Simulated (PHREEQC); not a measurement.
# Copper plating or etch bath (model solution)

A solution holds 0.29 mol Cu(NO3)2 and 0.045 mol Na2SO4 per kg of water, at 20 °C. Closed to the air; pH follows from the charge balance.

The numbers come from PHREEQC with the ion-association model, phreeqc.dat.

| Quantity | Value |
|---|---|
| pH | 4.17 |
| ionic strength | 0.898 mol/kgw |
| activity of water | 0.983 |
| density | 1.047 g/cm³ |

| species | molality | activity | log γ |
|---|---|---|---|
| NO3- | 0.580 | 0.328 | -0.248 |
| Cu+2 | 0.264 | 0.0565 | -0.670 |
| Na+ | 0.0886 | 0.0645 | -0.138 |
| CuSO4 | 0.0260 | 0.0320 | 0.090 |
| SO4-2 | 0.0176 | 0.00287 | -0.787 |
| NaSO4- | 0.00136 | 0.000900 | -0.179 |
| H+ | 9.03e-5 | 6.75e-5 | -0.126 |
| Cu2(OH)2+2 | 4.91e-5 | 1.79e-5 | -0.439 |
| HSO4- | 2.18e-5 | 1.70e-5 | -0.110 |
| CuOH+ | 1.35e-5 | 8.23e-6 | -0.214 |
| Cu(OH)2 | 2.04e-7 | 2.50e-7 | 0.090 |

This is a speciation only: nothing precipitates in the calculation. Caution: at this ionic strength the ion-association model is outside its range; a Pitzer model would be the better tool where its parameters exist.
